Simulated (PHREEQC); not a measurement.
Dissolve 0.037 mmol/kgw CuSO4 and 0.12 mmol/kgw MnSO4 at 25 °C. Closed to the air; pH follows from the charge balance.

All values are PHREEQC results (ion-association model, wateq4f.dat), not measurements.

pH: 5.92
ionic strength: 0.000613 mol/kgw

```csv
species,molality,activity,log γ
SO4-2,0.000153,0.000137,-0.049
Mn+2,0.000117,0.000105,-0.048
Cu+2,3.53e-5,3.16e-5,-0.048
MnSO4,2.57e-6,2.57e-6,0.000
H+,1.24e-6,1.21e-6,-0.012
CuSO4,8.86e-7,8.86e-7,0.000
Cu(OH)2,4.54e-7,4.54e-7,0.000
CuOH+,2.70e-7,2.62e-7,-0.012
Cu2(OH)2+2,3.37e-8,3.01e-8,-0.049
HSO4-,1.66e-8,1.61e-8,-0.012
OH-,8.54e-9,8.30e-9,-0.012
MnOH+,2.30e-9,2.24e-9,-0.012
```

This is a speciation only: nothing precipitates in the calculation.
